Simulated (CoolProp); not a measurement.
The numbers come from the reference Helmholtz-energy equation of state, Kamei 1995 in CoolProp.

Q: For R22, give the phase and the cv (kJ/(kg K)), speed of sound (m/s), Joule-Thomson coefficient (K/MPa), viscosity (µPa s) at 408.2 K and 0.101 MPa; 454.1 K and 0.101 MPa; 477 K and 0.101 MPa.

A: 
- 408.2 K and 0.101 MPa: gas; cv 0.675, speed of sound 211, Joule-Thomson coefficient 8.76, viscosity 18.8
- 454.1 K and 0.101 MPa: gas; cv 0.717, speed of sound 222, Joule-Thomson coefficient 6.61, viscosity 20.7
- 477 K and 0.101 MPa: gas; cv 0.736, speed of sound 227, Joule-Thomson coefficient 5.82, viscosity 21.7

Viscosity comes from a separate model (Bell 2016), an estimate that may be off by 10 % or more.
